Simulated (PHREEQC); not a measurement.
0.05 mol of Atacamite (Cu2(OH)3Cl) is brought to equilibrium with 1 kg of water holding 1 mmol/kgw NaCl, at 25 °C, the pH being set by adding NaOH or HCl. Oxygen alone is held at its pressure in air (log pO2 = -0.68). CO2 from the air is kept out. The run lets Atacamite, Cu(OH)2 precipitate or redissolve, and no other solid.

All values are PHREEQC results (ion-association model, wateq4f.dat), not measurements.

Predict dissolved Cu (mol/kgw), dissolved Cl (mol/kgw), Cu+2 (mol/kgw) at pH = 4.31, 6.06, 6.5, 7.38, 7.81.


| pH | dissolved Cu (mol/kgw) | dissolved Cl (mol/kgw) | Cu+2 (mol/kgw) |
|---|---|---|---|
| 4.31 | 0.0203 | 0.0417 | 0.0193 |
| 6.06 | 0.000135 | 0.00126 | 0.000129 |
| 6.5 | 3.71e-5 | 0.00106 | 3.01e-5 |
| 7.38 | 1.03e-5 | 0.00292 | 9.55e-7 |
| 7.81 | 9.34e-6 | 0.00816 | 1.50e-7 |

Species that the database lacks are ignored. The database's constant for dissolved Cu(OH)2 is higher than later reviews accept.
